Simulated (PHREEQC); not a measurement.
A solution holds 1.1 mmol/kgw Ba(NO3)2 and 0.089 mmol/kgw SrBr2, at 85 °C. It is in equilibrium with CO2 at log p = -3.5 (atm). Otherwise closed; pH follows from the charge balance.

Computed with PHREEQC (ion-association model, phreeqc.dat).

No solid was allowed to form.

Task: Order these C species by the share of C that they hold, largest first: BaHCO3+, SrHCO3+, CO2, HCO3-.

Result: CO2 (74 %), HCO3- (24 %), BaHCO3+ (1.3 %), SrHCO3+ (0.19 %)

The pH is 5.84 and the ionic strength 0.00357 mol/kgw. Constants without temperature data keep their 25 °C values here.
